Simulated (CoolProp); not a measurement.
Octamethyltrisiloxane (MDM) along the isotherm 575 K: Z from the reference equation and from simpler models built on Tc = 565.4 K, pc = 1438 kPa, ω = 0.528; each cubic takes its own stable root.

Model: reference Helmholtz-energy equation of state, Thol 2017, in CoolProp.

```
p (kPa)          phase  reference  van der Waals  Soave-Redlich-Kwong  Peng-Robinson
-------  -------------  ---------  -------------  -------------------  -------------
22.7               gas     0.9951         0.9955               0.9949         0.9943
33.4               gas     0.9927         0.9933               0.9925         0.9917
49                 gas     0.9893         0.9902               0.9890         0.9878
71.9               gas     0.9842         0.9856               0.9839         0.9820
106                gas     0.9766         0.9786               0.9761         0.9733
155                gas     0.9654         0.9685               0.9648         0.9608
227                gas     0.9487         0.9532               0.9480         0.9421
334                gas     0.9229         0.9298               0.9222         0.9136
490                gas     0.8831         0.8936               0.8828         0.8705
719                gas     0.8186         0.8352               0.8204         0.8028
1060               gas     0.7031         0.7297               0.7118         0.6874
1550     supercritical     0.4213         0.3664               0.4569         0.4294
2270     supercritical     0.2683         0.3672               0.3200         0.2905
3340     supercritical     0.3531         0.4833               0.4025         0.3631
4900     supercritical     0.4814         0.6545               0.5303         0.4774
7190     supercritical     0.6646         0.8981               0.7121         0.6405
```
